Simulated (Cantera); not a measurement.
A closed system holds: 1 mol Si3N4, 1.3 mol HCl, a varied amount of H2, at 57.0 Pa.

Equilibrium computed with Cantera from the NASA thermochemical tables; the gas is ideal and each condensed phase is pure. Candidate condensed phases: NH4Cl, Si, Si3N4; 28 gas species. Mutual solubility and eutectic melting of coexisting phases are not modelled. The tables' values for SiCl3 are old estimates. Rates play no part.

Stable condensed phases, one row left out:

```
T in K \ n(H2) in mol
         4.7 6.7 8.7  11  13  15  17  19  21  23  25  27
   2050    A   A   A   A   B   B   B   B   B   B   B   B
   1950    A   A   A   A   A   A   A   A   A   A   A   A
   1850    A   A   A   A   A   A   A   A   A   A   A   A
   1750    A   A   A   A   A   A   A   A   A   A   A   A
   1650    A   A   A   A   A   A   A   A   A   A   A   A
   1550    C   A   A   A   A   A   A   A   A   A   A   A
   1450    D   C   C   C   C   C   C   C   C   C   C   C
   1350    D   D   D   D   D   D   D   D   D   D   D   C
   1150    D   D   D   D   D   D   D   D   D   D   D   D
   1050    D   D   D   D   D   D   D   D   D   D   D   D
    950    D   D   D   D   D   D   D   D   D   D   D   D
    850    D   D   D   D   D   D   D   D   D   D   D   D
```

A: Si; B: gas only; C: Si + Si3N4; D: Si3N4.

Q: Give the row for 1250 K.

A: 4.7: Si3N4; 6.7: Si3N4; 8.7: Si3N4; 11: Si3N4; 13: Si3N4; 15: Si3N4; 17: Si3N4; 19: Si3N4; 21: Si3N4; 23: Si3N4; 25: Si3N4; 27: Si3N4.
